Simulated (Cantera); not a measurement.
An isothermal, constant-pressure homogeneous reactor starts with C2H6 : H2 = 1 : 1.6 (molar parts), at 1350 K and 101000 Pa. Integrator tolerance rtol = 1e-08.

Cantera simulation using GRI-Mech 3.0 (53 species, 325 reactions); the numbers are that mechanism's predictions, not measurements. GRI-Mech 3.0 stops at C3 and has no aromatics, soot or wall deposition, so with more carbon than oxygen in the feed, carbon stays in small species such as C2H2 where larger ones or solid carbon would form.

**Question.** What does this change do: pressure from 101000 Pa to 13300 Pa?

**Answer.** 
| quantity | before | after |
|---|---|---|
| x(C2H6) at 30.0 s | 0.000660 (gas-phase equilibrium 0.000660) | 5.91e-5 (gas-phase equilibrium 5.84e-5) |
| x(H2) at 30.0 s | 0.471 (gas-phase equilibrium 0.471) | 0.685 (gas-phase equilibrium 0.671) |
| x(C2H2) at 30.0 s | 0.0630 (gas-phase equilibrium 0.0630) | 0.164 (gas-phase equilibrium 0.159) |
| x(CH3) at 30.0 s | 2.90e-5 (gas-phase equilibrium 2.90e-5) | 2.27e-5 (gas-phase equilibrium 2.38e-5) |
| x(C2H) at 30.0 s | 1.46e-10 (gas-phase equilibrium 1.46e-10) | 9.71e-10 (gas-phase equilibrium 8.51e-10) |
